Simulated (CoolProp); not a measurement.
Vapour-liquid equilibrium of ethylbenzene (1) + p-xylene (2) at 263.15 °C; x and y are mole fractions of (1).

Values from CoolProp's multi-fluid Helmholtz-energy mixture model, Zhou 2012 and Zhou 2012; pair parameters Bell 2016.

```
x      bubble pressure, mixture model (bar)  bubble pressure, Raoult's law (bar)  y, mixture model  y, Raoult's law
-----  ------------------------------------  -----------------------------------  ----------------  ---------------
0.05                                  12.14                                12.13             0.052            0.051
0.125                                 12.18                                12.16             0.128            0.128
0.2                                   12.22                                12.19             0.204            0.205
0.275                                 12.26                                12.22             0.280            0.281
0.35                                  12.29                                12.24             0.355            0.357
0.425                                 12.31                                12.27             0.430            0.432
0.5                                   12.34                                12.30             0.505            0.508
0.575                                 12.36                                12.33             0.579            0.582
0.65                                  12.39                                12.36             0.654            0.657
0.725                                 12.41                                12.38             0.728            0.731
0.8                                   12.43                                12.41             0.803            0.805
0.875                                 12.45                                12.44             0.877            0.878
0.95                                  12.47                                12.47             0.951            0.951
```

The largest gap from Raoult's law is +0.4 % in bubble pressure, at x = 0.35. No azeotrope shows between x = 0.05 and 0.95.

Pair parameters are fitted to limited data, so mixtures are less certain than the pure fluids.
